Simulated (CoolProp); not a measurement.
Vapour-liquid equilibrium of isobutane (1) + isobutene (2) at 4.05 bar; x and y are mole fractions of (1).

Model: multi-fluid Helmholtz-energy mixture model, Bücker 2006 and Lemmon 2005; pair parameters Bell 2016, in CoolProp.

| x | bubble temperature (K) | y at the bubble point | dew temperature at overall composition x (K) | liquid density (mol/L) |
|---|---|---|---|---|
| 0.05 | 307.5 | 0.058 | 307.5 | 10.22 |
| 0.2 | 306.5 | 0.224 | 306.7 | 10.08 |
| 0.35 | 305.7 | 0.380 | 305.8 | 9.936 |
| 0.5 | 305.0 | 0.529 | 305.1 | 9.798 |
| 0.65 | 304.3 | 0.672 | 304.4 | 9.664 |
| 0.8 | 303.8 | 0.814 | 303.8 | 9.534 |
| 0.95 | 303.3 | 0.953 | 303.3 | 9.406 |

No azeotrope shows between x = 0.05 and 0.95.

The pair parameters rest on a limited set of measurements; away from them the model extrapolates.
